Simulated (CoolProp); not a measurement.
R1233zd(E) at several states: fugacity coefficient from the reference equation and from simpler models built on Tc = 165.7 °C, pc = 3583 kPa, ω = 0.304; each cubic takes its own stable root.

Model: reference Helmholtz-energy equation of state, Akasaka 2022, in CoolProp.

```
T (°C)  p (kPa)   phase  reference  Soave-Redlich-Kwong  Peng-Robinson
------  -------  ------  ---------  -------------------  -------------
148.65     13.8     gas     0.9984               0.9985         0.9983
138.55      553     gas     0.9324               0.9354         0.9295
-37.55     8340  liquid   0.001202             0.001222       0.001231
103.75     59.1     gas     0.9902               0.9907         0.9900
```
